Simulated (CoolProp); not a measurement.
Properties of R1132(E) along the isotherm 245 K.

The numbers come from the reference Helmholtz-energy equation of state, Akasaka 2024 in CoolProp.

| p (bar) | phase | cp (kJ/(kg K)) | cv (kJ/(kg K)) | speed of sound (m/s) | Joule-Thomson coefficient (K/MPa) | isothermal compressibility (1/MPa) |
|---|---|---|---|---|---|---|
| 5 | liquid | 1.665 | 1.064 | 793.5 | -0.2189 | 0.002296 |
| 10 | liquid | 1.663 | 1.064 | 797.4 | -0.2217 | 0.002267 |
| 15 | liquid | 1.660 | 1.064 | 801.3 | -0.2245 | 0.002238 |
| 20 | liquid | 1.658 | 1.065 | 805.1 | -0.2272 | 0.002211 |
| 25 | liquid | 1.655 | 1.065 | 808.9 | -0.2299 | 0.002184 |
| 30 | liquid | 1.653 | 1.065 | 812.6 | -0.2324 | 0.002158 |
